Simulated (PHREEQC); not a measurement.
0.08 g of hydrous ferric oxide (600 m²/g; 0.2 weak and 0.005 strong sites per Fe, Dzombak-Morel constants, diffuse double layer) in 1 kg of water with 0.05 mol/kgw of an inert sodium salt and 0.22 mmol/kgw Na2HAsO4 and 0.00026 mmol/kgw Na2SO4, at 25 °C; the pH is set by adding NaOH or the inert anion's acid. Oxygen alone is held at its pressure in air (log pO2 = -0.68). No CO2 enters from the air. Nothing may precipitate in this run.

Computed with PHREEQC (ion-association model, wateq4f.dat).

| pH | As sorbed (%) | S sorbed (%) | surface charge σ (C/m²) |
|---|---|---|---|
| 4 | 77.6 | 0.0 | 0.015 |
| 4.38 | 76.6 | 0.0 | 0.011 |
| 4.75 | 75.2 | 0.0 | 0.006 |
| 5.12 | 73.2 | 0.0 | 0.000 |
| 5.5 | 70.6 | 0.0 | -0.006 |
| 5.88 | 67.3 | 0.0 | [?] |
| 6.25 | 63.6 | 0.0 | -0.019 |
| 6.62 | 59.2 | 0.0 | -0.025 |
| 7 | 54.3 | 0.0 | -0.031 |
| 7.38 | 49.0 | 0.0 | -0.035 |
| 7.75 | 43.3 | 0.0 | -0.039 |
| 8.12 | 35.6 | 0.0 | -0.045 |
| 8.5 | 26.4 | 0.0 | -0.053 |
| 8.88 | 18.7 | 0.0 | -0.065 |
| 9.25 | 13.9 | 0.0 | [?] |
| 9.62 | [?] | 0.0 | [?] |
| 10 | 8.9 | 0.0 | -0.115 |

Question: What belongs in the gaps?

Answer: 
- 5.88, surface charge σ (C/m²): -0.012
- 9.25, surface charge σ (C/m²): -0.079
- 9.62, As sorbed (%): 11.0
- 9.62, surface charge σ (C/m²): -0.096

Species that the database lacks are ignored.
